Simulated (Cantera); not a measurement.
Charge: 1 mol C2F6, 1.5 mol H2, 1.8 mol CH4, held at 13.3 mbar.

These are equilibrium values from Cantera (NASA tables, ideal gas, pure condensed phases), not measurements of a reactor. Candidate condensed phases: C, C6H6, C7H8, C8H18; 95 gas species. The feed counts by its element totals alone. Rates play no part. All values below are at 1752 °C.

Base state: HF 0.738, H2 0.254, H 0.00840, C2H2 (acetylene) 0.000230, F 1.11e-5 (mole fractions); condensed: C(graphite).

**Question.** What changes in the equilibrium state with this change: 0.42 mol Cl2 added?

**Answer.** 
```tsv
species	before	after
HF	0.738	0.701
H2	0.254	0.194
HCl	0	0.0954
Cl	0	0.00268
C2H2 (acetylene)	0.000230	0.000175
C(graphite), mol	3.80	3.80
```
